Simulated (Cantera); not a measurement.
Cantera run:

```python
import numpy as np
import cantera as ct

gas_names = """
    C CH CH2 CH3 CH2OH CH3O CH4 CH3OH CO CO2 COOH C2 C2H CHCO,ketyl C2H2,acetylene C2H2,vinylidene
    CH2CO,ketene C2H3,vinyl CH3CO,acetyl C2H4 C2H4O,ethylen CH3CHO,ethanal CH3COOH (HCOOH)2 C2H5 C2H6
    CH3OCH3 C2H5OH C2O C3 C3H3,propargyl C3H4,allene C3H4,propyne C3H4,cyclo- C3H5,allyl C3H6,propylene
    C3H6,cyclo- C3H6O C3H7,n-propyl C3H7,i-propyl C3H8 C3H8O,1propanol C3H8O,2propanol C3O2 C4 C4H2
    C4H4,1,3-cyclo- C4H6,butadiene C4H6,2-butyne C4H6,cyclo- C4H8,1-butene C4H8,cis2-buten
    C4H8,tr2-butene C4H8,isobutene C4H8,cyclo- (CH3COOH)2 C4H9,n-butyl C4H9,i-butyl C4H9,s-butyl
    C4H9,t-butyl C4H10,isobutane C4H10,n-butane C5 C5H6,1,3cyclo- C5H8,cyclo- C5H10,1-pentene
    C5H10,cyclo- C5H11,pentyl C5H11,t-pentyl C5H12,n-pentane C5H12,i-pentane CH3C(CH3)2CH3 C6H2
    C6H5,phenyl C6H5O,phenoxy C6H6 C6H5OH,phenol C6H10,cyclo- C6H12,1-hexene C6H12,cyclo- C6H13,n-hexyl
    C7H7,benzyl C7H8 C7H8O,cresol C7H14,1-heptene C7H15,n-heptyl C7H16,n-heptane C8H8,styrene
    C8H10,ethylbenz C8H16,1-octene C8H17,n-octyl C8H18,isooctane C8H18,n-octane C9H19,n-nonyl
    C10H8,naphthale C10H21,n-decyl C12H9,o-bipheny C12H10,bipheny Ca CaO CaOH CaO2H2 Ca2 H HCO HO2 H2
    HCHO,formaldehy HCOOH H2O H2O2 O OH O2 O3
""".split()
cond_names = """
    C(gr) C6H6(L) C7H8(L) C8H18(L),n-octa Ca(a) Ca(b) Ca(L) CaCO3(caL) CaO(s) CaO(L) CaO2H2(s) H2O(s)
    H2O(L)
""".split()


def load(file, names, dense=False):
    # The tables refer to 1 bar. Condensed volumes are neglected.
    table = {s.name: s for s in ct.Species.list_from_file(file)}
    out = []
    for n in names:
        d = dict(table[n].input_data)
        d["thermo"] = dict(d["thermo"], **{"reference-pressure": 1e5})
        if dense:
            d["equation-of-state"] = {"model": "constant-volume", "density": "1e6 g/cm^3"}
        out.append(ct.Species.from_dict(d))
    return out


gas = ct.Solution(thermo="ideal-gas", species=load("nasa_gas.yaml", gas_names))
cond = {s.name: ct.Solution(thermo="fixed-stoichiometry", species=[s], name=s.name)
        for s in load("nasa_condensed.yaml", cond_names, dense=True)}
atoms = {
    'Ca(OH)2': {'Ca': 1, 'O': 2, 'H': 2},
    'CO2': {'C': 1, 'O': 2},
}
top_T = {'C(gr)': 4500}  # K; cautious upper limits of use, not melting points


def equilibrate(T, P, feed):
    n = {}
    for name, mol in feed.items():
        for a, k in atoms[name].items():
            n[a] = n.get(a, 0.0) + k * mol
    gas.TPX = T, P, n
    mass = sum(n.values()) * gas.mean_molecular_weight
    gas.equilibrate("TP")
    valid = [c for c in cond.values() if c.min_temp <= T <= top_T.get(c.name, c.max_temp)]
    mix = ct.Mixture([(gas, mass / gas.mean_molecular_weight)] + [(c, 0.0) for c in valid])
    mix.T, mix.P = T, P
    mix.equilibrate("TP", solver="vcs", rtol=1e-11, max_steps=5000)
    return mix


results = []
feed = {'Ca(OH)2': 1, 'CO2': 0.6}  # mol
P = 1000  # Pa
for T in [1273, 1373, 1473, 1573, 1673, 1773, 1873, 1973, 2073]:
    mix = equilibrate(T, P, feed)
    results.append((T, P, feed, dict(zip(mix.species_names, mix.species_moles))))
    x = sorted(zip(gas.X, gas.species_names), reverse=True)
    print(f"T = {T:g} K  P = {P:g} Pa  gas = {mix.phase_moles(0):.4g} mol")
    print("   x: " + "  ".join(f"{s} {v:.3e}" for v, s in x if v > 0.001))
    print("   condensed (mol): " + ("  ".join(f"{mix.phase(i).name} {mix.phase_moles(i):.4g}"
          for i in range(1, mix.n_phases) if mix.phase_moles(i) > 1e-12) or "none"))
```

It prints:

```
T = 1273 K  P = 1000 Pa  gas = 1.6 mol
   x: H2O 6.249e-01  CO2 3.749e-01
   condensed (mol): CaO(s) 1
T = 1373 K  P = 1000 Pa  gas = 1.6 mol
   x: H2O 6.247e-01  CO2 3.748e-01
   condensed (mol): CaO(s) 1
T = 1473 K  P = 1000 Pa  gas = 1.601 mol
   x: H2O 6.242e-01  CO2 3.742e-01
   condensed (mol): CaO(s) 1
T = 1573 K  P = 1000 Pa  gas = 1.602 mol
   x: H2O 6.231e-01  CO2 3.730e-01  CO 1.537e-03  O2 1.137e-03
   condensed (mol): CaO(s) 1
T = 1673 K  P = 1000 Pa  gas = 1.605 mol
   x: H2O 6.209e-01  CO2 3.702e-01  CO 3.653e-03  O2 2.559e-03  H2 1.852e-03
   condensed (mol): CaO(s) 1
T = 1773 K  P = 1000 Pa  gas = 1.61 mol
   x: H2O 6.165e-01  CO2 3.648e-01  CO 7.810e-03  O2 5.235e-03  H2 3.555e-03  OH 1.823e-03
   condensed (mol): CaO(s) 1
T = 1873 K  P = 1000 Pa  gas = 1.62 mol
   x: H2O 6.088e-01  CO2 3.552e-01  CO 1.522e-02  O2 9.844e-03  H2 6.355e-03  OH 3.826e-03
   condensed (mol): CaO(s) 1
T = 1973 K  P = 1000 Pa  gas = 1.636 mol
   x: H2O 5.960e-01  CO2 3.394e-01  CO 2.728e-02  O2 1.713e-02  H2 1.068e-02  OH 7.386e-03  H 1.395e-03
   condensed (mol): CaO(s) 0.9999
T = 2073 K  P = 1000 Pa  gas = 1.663 mol
   x: H2O 5.759e-01  CO2 3.156e-01  CO 4.517e-02  O2 2.769e-02  H2 1.700e-02  OH 1.321e-02  H 3.430e-03  O 1.912e-03
   condensed (mol): CaO(s) 0.9998
```

These are equilibrium values from Cantera (NASA tables, ideal gas, pure condensed phases), not measurements of a reactor.
